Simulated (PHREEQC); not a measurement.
Solution (25 °C): 1.7 mmol/kgw AgNO3, 0.12 mmol/kgw KNO3 and 0.64 mmol/kgw Zn(NO3)2. Closed to the air; pH follows from the charge balance.

Equilibrium calculation in PHREEQC: ion-association model, wateq4f.dat.

Q: The ionic strength comes out as 0.00374 mol/kgw. What activity coefficients do K+, Zn+2, NO3-, Ag+ get?

A: K+ 0.94, Zn+2 0.77, NO3- 0.94, Ag+ 0.94.

Precipitation was switched off in this run.
